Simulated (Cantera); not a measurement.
Cantera run:

```python
import numpy as np
import cantera as ct

gas_names = """
    Mg MgO MgS Mg2 O O2 O3 S SO SO2 SO3 S2 S2O S8
""".split()
cond_names = """
    Mg(cr) Mg(L) MgO(s) MgO(L) MgS(s) MgSO4(s) MgSO4(L) S(cr1) S(cr2) S(L)
""".split()


# ... load() reads the species with a 1 bar reference pressure and builds the phases ...
atoms = {
    'MgSO4': {'Mg': 1, 'S': 1, 'O': 4},
    'O2': {'O': 2},
}
top_T = {'MgS(s)': 2250}  # K; cautious upper limits of use, not melting points


# ... equilibrate(T, P, feed) seeds the gas with the atoms and calls Mixture.equilibrate('TP', solver="vcs", rtol=1e-11, max_steps=5000) ...
results = []
feed = {'MgSO4': 1, 'O2': 0.35}  # mol
P = 24  # Pa
for T in [1823, 1848, 1873, 1898, 1923, 1948, 1973, 1998, 2023, 2048, 2073, 2098, 2123]:
    mix = equilibrate(T, P, feed)
    results.append((T, P, feed, dict(zip(mix.species_names, mix.species_moles))))

top = {s: max(r[3][s] / sum(r[3][g] for g in gas_names) for r in results) for s in gas_names}
cols = sorted((s for s in top if top[s] > 1e-05), key=lambda s: -top[s])[:6]
seen = [c for c in cond_names if any(r[3].get(c, 0) > 1e-12 for r in results)]
print("log10 of partial pressures in bar; condensed amounts in mol")
print(f"{'T/K':>10s}" + "".join(f"{s[:9]:>10s}" for s in cols + seen))
for T, P, feed, n in results:
    ng = sum(n[g] for g in gas_names)
    print(f"{T:10.4g}" + "".join(f"{np.log10(max(n[s] / ng * P / 1e5, 1e-99)):10.3f}" for s in cols)
          + "".join(f"{n.get(c, 0):10.4g}" for c in seen))
```

Output:

```
log10 of partial pressures in bar; condensed amounts in mol
       T/K       SO2        O2         O        Mg        SO       MgO    MgO(s)
      1823    -3.890    -3.962    -5.802    -8.223    -6.502    -9.346         1
      1848    -3.891    -3.963    -5.704    -7.940    -6.385    -9.092    0.9999
      1873    -3.892    -3.964    -5.608    -7.665    -6.272    -8.844    0.9998
      1898    -3.893    -3.966    -5.516    -7.396    -6.161    -8.604    0.9997
      1923    -3.894    -3.968    -5.425    -7.135    -6.054    -8.369    0.9994
      1948    -3.896    -3.970    -5.337    -6.880    -5.950    -8.141    0.9989
      1973    -3.899    -3.973    -5.252    -6.631    -5.849    -7.919    0.9981
      1998    -3.902    -3.976    -5.169    -6.389    -5.750    -7.702    0.9966
      2023    -3.906    -3.980    -5.089    -6.152    -5.655    -7.491    0.9942
      2048    -3.912    -3.984    -5.010    -5.921    -5.563    -7.285      0.99
      2073    -3.919    -3.990    -4.935    -5.695    -5.475    -7.084    0.9831
      2098    -3.928    -3.997    -4.862    -5.474    -5.390    -6.888    0.9714
      2123    -3.941    -4.006    -4.791    -5.257    -5.311    -6.696    0.9519
```

Method: chemical equilibrium by Gibbs-energy minimisation in Cantera with the NASA 1993 tables (ideal gas, pure condensed phases).
